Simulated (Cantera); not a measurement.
An adiabatic, constant-volume homogeneous reactor starts with CH4 : CO : O2 : N2 = 1 : 0.049 : 5.95 : 22.6 (molar parts), equivalence ratio 0.34, at 1523 K and 5.13 atm.

Cantera simulation using GRI-Mech 3.0 (53 species, 325 reactions); the numbers are that mechanism's predictions, not measurements.

**Question.** Predict: time of steepest temperature rise; temperature at 0.200 s; equilibrium temperature; x(CO) at 0.200 s; x(O2) at 0.200 s; x(NO2) at 0.200 s; x(NO) at 0.200 s; x(H2O2) at 0.200 s.

**Answer.** time of steepest temperature rise: 0.178 ms
temperature at 0.200 s: 2376 K
equilibrium temperature: 2376 K
x(CO) at 0.200 s: 0.000643 (gas-phase equilibrium 0.000643)
x(O2) at 0.200 s: 0.124 (gas-phase equilibrium 0.124)
x(NO2) at 0.200 s: 3.09e-5 (gas-phase equilibrium 3.09e-5)
x(NO) at 0.200 s: 0.0138 (gas-phase equilibrium 0.0138)
x(H2O2) at 0.200 s: 3.50e-7 (gas-phase equilibrium 3.50e-7)
